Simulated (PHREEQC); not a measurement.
**Buffer (model solution)**

Make-up at 25 °C: 0.0065 mol NaHCO3, 0.00056 mol NH3 and 0.2 mol LiCl per kg of water. Closed to the air; pH follows from the charge balance.

The numbers come from PHREEQC with the ion-association model, phreeqc.dat.

Each row changes one thing in this solution. No solid was allowed to form.

```json
[
 {"case": "as made", "pH": "8.81", "NH4+ (mol/kgw)": "0.000452", "NH3 (mol/kgw)": "0.000107"},
 {"case": "diluted 100-fold with water", "pH": "8.56", "NH4+ (mol/kgw)": "4.69e-6", "NH3 (mol/kgw)": "9.12e-7"},
 {"case": "NaHCO3 left out", "pH": "9.96", "NH4+ (mol/kgw)": "0.000129", "NH3 (mol/kgw)": "0.000431"},
 {"case": "LiCl from 0.2 to 0.4 mol/kgw", "pH": "8.76", "NH4+ (mol/kgw)": "0.000473", "NH3 (mol/kgw)": "8.67e-5"},
 {"case": "NH3 replaced by NH4HSO4 at the same molality", "pH": "7.22", "NH4+ (mol/kgw)": "0.000556", "NH3 (mol/kgw)": "3.37e-6"}
]
```
